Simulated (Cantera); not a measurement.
An adiabatic, constant-volume homogeneous reactor starts with 9.57 % CH4, 11.5 % H2, 16.6 % O2, 62.4 % N2, at 1625 K and 101000 Pa.

Detailed kinetics in Cantera: GRI-Mech 3.0 (53 species, 325 reactions).

Task: Predict: time of steepest temperature rise; temperature at 0.300 s; equilibrium temperature; x(H2) at 0.300 s; x(O2) at 0.300 s; x(CO) at 0.300 s; x(NO) at 0.300 s; x(O) at 0.300 s.

Result: 
- time of steepest temperature rise = 63.8 µs
- temperature at 0.300 s = 2975 K
- equilibrium temperature = 2975 K
- x(H2) at 0.300 s = 0.0927 (gas-phase equilibrium 0.0927)
- x(O2) at 0.300 s = 0.00292 (gas-phase equilibrium 0.00292)
- x(CO) at 0.300 s = 0.0721 (gas-phase equilibrium 0.0721)
- x(NO) at 0.300 s = 0.00471 (gas-phase equilibrium 0.00471)
- x(O) at 0.300 s = 0.00401 (gas-phase equilibrium 0.00401)
